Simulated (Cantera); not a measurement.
An isothermal, constant-pressure homogeneous reactor starts with NH3 : N2 = 0.66 : 13 (molar parts), at 1475 K and 750 Torr.

Cantera simulation using the gas-phase N/H chemistry of the illustrative SiF4/NH3 mechanism in the Surface Chemkin manual (1991); the numbers are that mechanism's predictions, not measurements. Walls and surfaces, which speed up NH3 decomposition in real reactors, are not modelled.

x: mole fraction; the columns are a selection and need not sum to one.

```json
[
 {"t (s)": "0.000300", "x NH3": "0.0483", "x N2": "0.952", "x N2H2": "1.71e-12", "x H": "7.12e-10", "x N": "<1e-12"},
 {"t (s)": "0.00111", "x NH3": "0.0483", "x N2": "0.952", "x N2H2": "2.83e-11", "x H": "7.19e-10", "x N": "<1e-12"},
 {"t (s)": "0.00413", "x NH3": "0.0483", "x N2": "0.952", "x N2H2": "4.33e-10", "x H": "8.22e-10", "x N": "<1e-12"},
 {"t (s)": "0.0153", "x NH3": "0.0483", "x N2": "0.952", "x N2H2": "6.06e-9", "x H": "2.39e-9", "x N": "6.95e-12"},
 {"t (s)": "0.0569", "x NH3": "0.0483", "x N2": "0.952", "x N2H2": "2.15e-8", "x H": "1.32e-8", "x N": "5.12e-11"},
 {"t (s)": "0.211", "x NH3": "0.0480", "x N2": "0.952", "x N2H2": "2.15e-8", "x H": "4.66e-8", "x N": "2.11e-10"},
 {"t (s)": "0.783", "x NH3": "0.0472", "x N2": "0.951", "x N2H2": "2.01e-8", "x H": "1.55e-7", "x N": "8.59e-10"},
 {"t (s)": "2.91", "x NH3": "0.0447", "x N2": "0.950", "x N2H2": "1.59e-8", "x H": "4.60e-7", "x N": "___"},
 {"t (s)": "10.8", "x NH3": "0.0383", "x N2": "0.947", "x N2H2": "9.12e-9", "x H": "1.10e-6", "x N": "___"},
 {"t (s)": "40.0", "x NH3": "0.0275", "x N2": "0.943", "x N2H2": "3.34e-9", "x H": "1.96e-6", "x N": "___"}
]
```

### Question
Some entries are withheld; supply them.

### Answer

- 2.91, x N: 2.23e-9
- 10.8, x N: 2.56e-9
- 40.0, x N: 1.50e-9
